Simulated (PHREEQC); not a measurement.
A solution holds 0.097 mol/kgw ZnSO4, 8.8e-05 mol/kgw CuCl2 and 0.097 mol/kgw NaF, at 25 °C. It is in equilibrium with CO2 at log p = -3.4 (atm). Otherwise closed; pH follows from the charge balance.

Model: ion-association model, wateq4f.dat, run in PHREEQC.

The pH comes out as 6.19 and the ionic strength comes out as 0.286 mol/kgw.

```
species     molality  activity   log γ
----------  --------  --------  ------
Na+           0.0901    0.0655  -0.139
F-            0.0814    0.0552  -0.169
Zn+2          0.0434    0.0128  -0.531
SO4-2         0.0423    0.0108  -0.592
ZnSO4         0.0303    0.0323   0.029
ZnF+          0.0135   0.00995  -0.134
Zn(SO4)2-2   0.00976   0.00284  -0.536
NaSO4-       0.00490   0.00355  -0.140
```

No solid was allowed to form. The solution is supersaturated, for example in Brochantite, so a real one may precipitate; this is no full list.
